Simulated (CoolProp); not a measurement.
Vapour pressure (kPa) of R123: the reference equation beside estimates from Tc = 456.8 K, pc = 3662 kPa, ω = 0.282. Clausius-Clapeyron is anchored at 316.1 K with a constant enthalpy of vaporisation of 25.02 kJ/mol.

The numbers come from the reference Helmholtz-energy equation of state, Younglove 1994 in CoolProp. It is a modified Benedict-Webb-Rubin equation, recast in Helmholtz form.

```tsv
T (K)	reference	Lee-Kesler	Clausius-Clapeyron	van der Waals	Peng-Robinson
309.5	136.7	136.3	138.9	620.0	136.5
312.8	152.7	152.4	153.9	655.2	152.3
316.1	170.1	___	170.1	691.8	169.6
319.3	188.4	188.4	187.1	728.4	187.8
322.6	208.9	209.0	206.1	767.5	208.0
325.9	231.0	231.3	___	808.0	230.0
329.2	254.9	255.4	248.5	849.8	253.7
332.4	279.8	280.5	271.3	891.7	278.4
335.7	307.4	308.3	296.6	936.2	___
339	___	338.2	323.7	982.2	335.2
342.3	368.7	370.1	352.6	1030	366.8
345.5	401.6	403.2	382.5	1077	399.5
348.8	437.7	439.6	415.4	1127	435.5
352.1	476.3	478.4	450.3	1179	473.9
```

### Question
Complete the blanks.

### Answer

- 316.1, Lee-Kesler: 170.0
- 325.9, Clausius-Clapeyron: 226.5
- 335.7, Peng-Robinson: 305.8
- 339, reference: 337.0

Absolute difference from the reference over all 14 rows, mean and median: Lee-Kesler 0.2 and 0.3 %, Clausius-Clapeyron 2.8 and 2.8 %, van der Waals 235.3 and 226.0 %, Peng-Robinson 0.4 and 0.5 %.
